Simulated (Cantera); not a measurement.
Input (Python, Cantera) and output of one run.

```python
import numpy as np
import cantera as ct

gas_names = """
    H H2 N NH NH2 NH3 N2 N2H2 N2H4 Zr ZrN
""".split()
cond_names = """
    Zr(a) Zr(b) Zr(L) ZrN(s) ZrN(L)
""".split()


def load(file, names, dense=False):
    # The tables refer to 1 bar. Condensed volumes are neglected.
    table = {s.name: s for s in ct.Species.list_from_file(file)}
    out = []
    for n in names:
        d = dict(table[n].input_data)
        d["thermo"] = dict(d["thermo"], **{"reference-pressure": 1e5})
        if dense:
            d["equation-of-state"] = {"model": "constant-volume", "density": "1e6 g/cm^3"}
        out.append(ct.Species.from_dict(d))
    return out


gas = ct.Solution(thermo="ideal-gas", species=load("nasa_gas.yaml", gas_names))
cond = {s.name: ct.Solution(thermo="fixed-stoichiometry", species=[s], name=s.name)
        for s in load("nasa_condensed.yaml", cond_names, dense=True)}
atoms = {
    'Zr': {'Zr': 1},
    'NH3': {'N': 1, 'H': 3},
}
top_T = {}  # K; cautious upper limits of use, not melting points


def equilibrate(T, P, feed):
    n = {}
    for name, mol in feed.items():
        for a, k in atoms[name].items():
            n[a] = n.get(a, 0.0) + k * mol
    gas.TPX = T, P, n
    mass = sum(n.values()) * gas.mean_molecular_weight
    gas.equilibrate("TP")
    valid = [c for c in cond.values() if c.min_temp <= T <= top_T.get(c.name, c.max_temp)]
    mix = ct.Mixture([(gas, mass / gas.mean_molecular_weight)] + [(c, 0.0) for c in valid])
    mix.T, mix.P = T, P
    mix.equilibrate("TP", solver="vcs", rtol=1e-11, max_steps=5000)
    return mix


results = []
feed = {'Zr': 1, 'NH3': 17}  # mol
T = 2450  # K
P = 0.15  # Pa
mix = equilibrate(T, P, feed)
results.append((T, P, feed, dict(zip(mix.species_names, mix.species_moles))))
print(gas.report(threshold=1e-05))
for i in range(1, mix.n_phases):
    print(f"{mix.phase(i).name:16s} {mix.phase_moles(i):12.5e} mol")
```

It prints:

```
       temperature   2450 K
          pressure   0.15 Pa
           density   4.6462e-08 kg/m^3
  mean mol. weight   6.3097 kg/kmol
   phase of matter   gas

                          1 kg             1 kmol
                     ---------------   ---------------
          enthalpy        3.8382e+07        2.4218e+08  J
   internal energy        3.5153e+07        2.2181e+08  J
           entropy             45937        2.8985e+05  J/K
    Gibbs function       -7.4165e+07       -4.6796e+08  J
 heat capacity c_p            3680.6             23224  J/K
 heat capacity c_v            2362.9             14909  J/K

                      mass frac. Y      mole frac. X     chem. pot. / RT
                     ---------------   ---------------   ---------------
                 H           0.13418           0.83992            -19.75
                H2        0.00083767         0.0026218             -39.5
                 N        0.00012395        5.5835e-05           -21.507
                N2           0.62527           0.14083           -43.015
                Zr           0.23959          0.016572           -13.361
     [   +6 minor]        1.3785e-08        5.2888e-09

Zr(L)             0.00000e+00 mol
ZrN(s)            0.00000e+00 mol
```

Method: chemical equilibrium by Gibbs-energy minimisation in Cantera with the NASA 1993 tables (ideal gas, pure condensed phases).
